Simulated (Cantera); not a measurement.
Premixed flame

A freely propagating, adiabatic, planar premixed flame of CH4 : H2 : O2 : N2 = 1 : 0.36 : 1.56 : 7.16 (molar parts), equivalence ratio 1.4, unburnt at 550 K and 0.132 atm; mixture-averaged transport, grid criteria slope 0.08 and curve 0.16, no radiation.

Detailed kinetics in Cantera: GRI-Mech 3.0 (53 species, 325 reactions). Burning velocities carry a grid error of a few per cent, more on coarse grids.

| z (mm) | T (K) | u (m/s) | x CH4 | x H2 | x O2 | x H2O | x H | x HO2 |
|---|---|---|---|---|---|---|---|---|
| -7.97 | 550 | 1.01 | 0.0991 | 0.0368 | 0.155 | 2.39e-5 | <1e-8 | 2.35e-7 |
| -5.31 | 553 | 1.02 | 0.0987 | 0.0391 | 0.154 | 0.000334 | 8.83e-8 | 3.84e-6 |
| -3.98 | 565 | 1.04 | 0.0977 | 0.0421 | 0.153 | 0.00165 | 1.45e-6 | 1.49e-5 |
| -2.66 | 647 | 1.20 | 0.0921 | 0.0482 | 0.148 | 0.0105 | 2.61e-5 | 3.00e-5 |
| -1.33 | 1031 | 1.95 | 0.0646 | 0.0582 | 0.117 | 0.0515 | 0.000354 | 4.03e-5 |
| -0.664 | 1376 | 2.63 | 0.0364 | 0.0630 | 0.0807 | 0.0904 | 0.00142 | 7.53e-5 |
| 0 | 1686 | 3.26 | 0.0112 | 0.0638 | 0.0405 | 0.129 | 0.00456 | 4.37e-5 |
| 0.664 | 1842 | 3.58 | 0.00175 | 0.0597 | 0.0155 | 0.151 | 0.00872 | 6.47e-6 |
| 1.33 | 1889 | 3.66 | 0.000190 | 0.0561 | 0.00553 | 0.159 | 0.0115 | 6.46e-7 |
| 2.66 | 1906 | 3.69 | 2.27e-6 | 0.0552 | 0.00119 | 0.161 | 0.0131 | 8.88e-8 |
| 5.31 | 1914 | 3.70 | <1e-8 | 0.0565 | 0.000653 | 0.159 | 0.0129 | 5.59e-8 |
| 10.6 | 1922 | 3.71 | <1e-8 | 0.0570 | 0.000566 | 0.159 | 0.0122 | 4.96e-8 |
| 21.3 | 1935 | 3.73 | <1e-8 | 0.0572 | 0.000463 | 0.159 | 0.0109 | 4.19e-8 |
x: mole fraction of selected species; z is measured from the peak of heat release.

laminar burning velocity: 101 cm/s
thermal thickness: 2.66 mm
peak x(H): 0.0131
peak x(HO2): 7.64e-5
grid points: 152
